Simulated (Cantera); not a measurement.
A closed system holds: 1 mol Si, 2.9 mol HCl, 1.3 mol H2, equilibrated at 10000 Pa.

Method: chemical equilibrium by Gibbs-energy minimisation in Cantera with the NASA 1993 tables (ideal gas, pure condensed phases). Candidate condensed phases: Si; 19 gas species. Kinetics and transport are ignored.

Over these rows the condensed part is Si(s). Partial pressures as log10 of bar:

```json
[
 {"T (K)": "650", "1000/T (1/K)": "1.5385", "log p SiCl2": "-8.47", "log p H2": "-1.11", "log p SiCl4": "-1.76", "log p SiHCl3": "-2.30"},
 {"T (K)": "700", "1000/T (1/K)": "1.4286", "log p SiCl2": "-7.55", "log p H2": "-1.11", "log p SiCl4": "-1.76", "log p SiHCl3": "-2.31"},
 {"T (K)": "750", "1000/T (1/K)": "1.3333", "log p SiCl2": "?", "log p H2": "-1.11", "log p SiCl4": "-1.76", "log p SiHCl3": "-2.32"},
 {"T (K)": "800", "1000/T (1/K)": "1.2500", "log p SiCl2": "-6.05", "log p H2": "-1.11", "log p SiCl4": "-1.76", "log p SiHCl3": "-2.33"},
 {"T (K)": "850", "1000/T (1/K)": "1.1765", "log p SiCl2": "-5.44", "log p H2": "-1.11", "log p SiCl4": "-1.76", "log p SiHCl3": "-2.34"},
 {"T (K)": "900", "1000/T (1/K)": "1.1111", "log p SiCl2": "-4.90", "log p H2": "-1.11", "log p SiCl4": "-1.76", "log p SiHCl3": "-2.35"}
]
```

Question: Fit log p(SiCl2) = a + b·(1000/T) to the five rows, give the apparent enthalpy, and predict the row at 750 K.

Answer: Means: 1000/T = 1.3009, log p = -6.482. Sxy = -1.060610, Sxx = 0.1268513, so b = -8.36 and a = -6.482 − (-8.36)×1.3009 = 4.39.
Apparent enthalpy: −19.145 × (-8.36) = 160 kJ/mol. With the condensed phases at unit activity, 1/2 Si(s) + 1/2 SiCl4(g) = SiCl2(g) links this pressure to the main gases: over the six rows their terms move log p by +0.00 in all, so the slope is close to that reaction's ΔH°. The five rows lie within 0.01 of the line.
Prediction at 750 K: 4.39 + (-8.36)×1.3333 = -6.76. The computed value is -6.75, 0.01 from the line.
